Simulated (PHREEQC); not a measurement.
Make-up at 20 °C: 1.7 mmol/kgw HF, 2.5 mmol/kgw CsF and 0.1 mmol/kgw (NH4)2SiF6. Closed to the air; pH follows from the charge balance.

Model: ion-association model, wateq4f.dat, run in PHREEQC.

**Question.** The ionic strength comes out as 0.00317 mol/kgw. What activity coefficients do Cs+, SiF6-2, F-, NH4+, H+ get?

**Answer.** Cs+ 0.94, SiF6-2 0.79, F- 0.94, NH4+ 0.94, H+ 0.95.

No solid was allowed to form. SiF6-2 is the database's only silicon fluoride.
